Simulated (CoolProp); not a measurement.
Vapour-liquid equilibrium of carbonyl sulfide (1) + propane (2) at 0.324 MPa; x and y are mole fractions of (1).

Model: multi-fluid Helmholtz-energy mixture model, Lemmon 2006 and Lemmon 2009; pair parameters Bell 2016, in CoolProp.

```tsv
x	bubble temperature (K)	y at the bubble point	dew temperature at overall composition x (K)	liquid density (mol/L)
0.05	260.4	0.072	260.7	12.57
0.15	259.1	(withheld)	259.6	13.04
0.25	(withheld)	0.315	(withheld)	13.54
0.35	257.0	0.420	257.6	14.06
0.45	256.1	0.519	256.7	(withheld)
0.55	255.2	0.615	255.8	15.22
0.65	254.4	0.707	254.9	15.86
0.75	253.7	0.797	254.1	16.55
0.85	(withheld)	0.882	253.2	(withheld)
0.95	252.1	0.962	252.2	18.07
```

Question: What belongs in the gaps?

Answer: 
- 0.15, y at the bubble point: 0.201
- 0.25, bubble temperature (K): 257.9
- 0.25, dew temperature at overall composition x (K): 258.6
- 0.45, liquid density (mol/L): 14.62
- 0.85, bubble temperature (K): 252.9
- 0.85, liquid density (mol/L): 17.28

No azeotrope shows between x = 0.05 and 0.95.

The pair parameters rest on a limited set of measurements; away from them the model extrapolates.
